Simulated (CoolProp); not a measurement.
The fluid at 298.15 K and 5.64 MPa is throttled through a valve to 0.768 MPa with no heat exchange. The same conditions are run with several fluids, on thermodynamics alone (safety and materials aside).

Computed with CoolProp (reference Helmholtz-energy equation of state of each fluid (vinyl chloride: Thol 2022; propylene glycol: Eisenbach 2021; R1132(E): Akasaka 2024; R407C: Lemmon 2003; R143a: Lemmon and Jacobsen 2000)). Blends and air are pseudo-pure fits.

```tsv
fluid	temperature change (K)	final phase	final density (kg/m³)
vinyl chloride	+1.4	liquid	897
propylene glycol	+1.5	liquid	1030
R1132(E)	-26.9	two-phase, vapour fraction 0.189	121
R407C	-14.7	two-phase, vapour fraction 0.111	241
R143a	-17.9	two-phase, vapour fraction 0.151	189
```
